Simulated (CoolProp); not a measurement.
The numbers come from the reference Helmholtz-energy equation of state, Zhou 2012 in CoolProp.

Q: For m-xylene, give the phase and the Joule-Thomson coefficient (K/MPa), fugacity coefficient at 513.2 K and 3.78 MPa; 531 K and 3.78 MPa; 620 K and 3.78 MPa.

A: 
- 513.2 K and 3.78 MPa: liquid; Joule-Thomson coefficient 0.0106, fugacity coefficient 0.209
- 531 K and 3.78 MPa: liquid; Joule-Thomson coefficient 0.124, fugacity coefficient 0.266
- 620 K and 3.78 MPa: supercritical; Joule-Thomson coefficient 9.94, fugacity coefficient 0.624
